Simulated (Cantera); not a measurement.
Input: 1 mol CH3F, at 1525 K and 1.00 Torr.

These are equilibrium values from Cantera (NASA tables, ideal gas, pure condensed phases), not measurements of a reactor. Candidate condensed phases: C, C6H6, C7H8, C8H18; 95 gas species. Kinetics and transport are ignored.

Base state: HF 0.500, H2 0.500, H 0.000458 (mole fractions); condensed: C(graphite).

Task: What changes in the equilibrium state with this change: CH3F replaced by CCl4?

Result: 
```json
[
 {"species": "Cl", "before": "0", "after": "0.814"},
 {"species": "Cl2", "before": "0", "after": "0.186"},
 {"species": "HF", "before": "0.500", "after": "0"},
 {"species": "H2", "before": "0.500", "after": "0"},
 {"species": "H", "before": "0.000458", "after": "0"},
 {"species": "C(graphite), mol", "before": "1.000", "after": "1.000"}
]
```

Task: What changes in the equilibrium state with this change: CH3F replaced by c-C4F8?

Result: 
```json
[
 {"species": "CF4", "before": "<1e-9", "after": "0.998"},
 {"species": "CF2", "before": "<1e-9", "after": "0.00169"},
 {"species": "F", "before": "1.50e-8", "after": "0.000428"},
 {"species": "HF", "before": "0.500", "after": "0"},
 {"species": "H2", "before": "0.500", "after": "0"},
 {"species": "H", "before": "0.000458", "after": "0"},
 {"species": "CF3", "before": "<1e-9", "after": "0.000221"},
 {"species": "C(graphite), mol", "before": "1.000", "after": "2.00"}
]
```
The feed counts by its element totals alone. Gases not in the tables: C2F6 and larger saturated fluorocarbons.

Task: What changes in the equilibrium state with this change: CH3F replaced by C2F6?

Result: 
| species | before | after |
|---|---|---|
| CF4 | <1e-9 | 0.998 |
| CF2 | <1e-9 | 0.00169 |
| F | 1.50e-8 | 0.000428 |
| HF | 0.500 | 0 |
| H2 | 0.500 | 0 |
| H | 0.000458 | 0 |
| CF3 | <1e-9 | 0.000221 |
| C(graphite), mol | 1.000 | 0.499 |
The feed counts by its element totals alone. Gases not in the tables: C2F6 and larger saturated fluorocarbons.
